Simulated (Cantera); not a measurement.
# Low-pressure radical oxidation in H2/O2

An isothermal, constant-pressure homogeneous reactor starts with 6.54 % H2, 34.4 % O2, 58.5 % N2, 0.551 % H2O, equivalence ratio 0.095, at 1050 K and 3.08 Torr.

Computed with Cantera and the H2/O2 subset of GRI-Mech 3.0, which has no nitrogen chemistry. Radical loss at walls, strong at low pressure, is not modelled. The temperature is held fixed by assumption; the heat of reaction is taken as removed at once.

```csv
t (s),x H2,x O2,x HO2,x H,x H2O2
0.000200,0.0654,0.344,4.94e-11,4.57e-11,<1e-12
0.000659,0.0654,0.344,1.63e-10,1.51e-10,<1e-12
0.00217,0.0654,0.344,5.39e-10,8.91e-10,<1e-12
0.00717,0.0654,0.344,2.08e-9,7.47e-8,2.46e-12
0.0236,0.0266,0.324,9.04e-7,0.0182,5.15e-8
0.0779,0.00219,0.309,9.66e-7,0.0199,1.92e-8
0.257,0.00136,0.315,9.67e-7,0.00883,2.46e-8
0.847,0.000320,0.320,7.64e-7,0.000919,3.20e-8
2.79,2.68e-5,0.322,2.71e-7,2.20e-5,2.25e-8
9.20,2.46e-6,0.322,4.77e-8,6.28e-7,8.28e-9
30.3,3.63e-7,0.322,8.81e-9,3.65e-8,2.63e-9
100,7.40e-8,0.322,2.03e-9,3.42e-9,8.22e-10
```
x: mole fraction; the columns are a selection and need not sum to one.

Equilibrium at this temperature and pressure: H2 7.34e-10, O2 0.322, HO2 5.95e-10, H 3.46e-12, H2O2 1.38e-11 (gas phase only).
